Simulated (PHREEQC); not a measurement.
## Nickel, zinc or cadmium bath

Dissolve 2.5 mmol/kgw NiCl2, 180 mmol/kgw KCl and 1.4 mmol/kgw MnSO4 at 25 °C. Closed to the air; pH follows from the charge balance.

Model: ion-association model, wateq4f.dat, run in PHREEQC.

| Item | Value |
|---|---|
| pH | 6.47 |
| ionic strength | 0.191 mol/kgw |
| activity of water | 0.994 |

```json
[
 {"species": "Cl-", "molality": "0.184", "activity": "0.132", "log γ": "-0.145"},
 {"species": "K+", "molality": "0.180", "activity": "0.129", "log γ": "-0.145"},
 {"species": "Ni+2", "molality": "0.00208", "activity": "0.000652", "log γ": "-0.503"},
 {"species": "Mn+2", "molality": "0.00111", "activity": "0.000367", "log γ": "-0.479"},
 {"species": "SO4-2", "molality": "0.000990", "activity": "0.000295", "log γ": "-0.526"},
 {"species": "KSO4-", "molality": "0.000355", "activity": "0.000266", "log γ": "-0.126"},
 {"species": "NiCl+", "molality": "0.000288", "activity": "0.000216", "log γ": "-0.126"},
 {"species": "MnCl+", "molality": "0.000266", "activity": "0.000197", "log γ": "-0.130"},
 {"species": "NiCl2", "molality": "9.88e-5", "activity": "0.000103", "log γ": "0.019"},
 {"species": "NiSO4", "molality": "3.58e-5", "activity": "3.74e-5", "log γ": "0.019"}
]
```

No solid was allowed to form. Complexes and solids missing from the database can't appear.
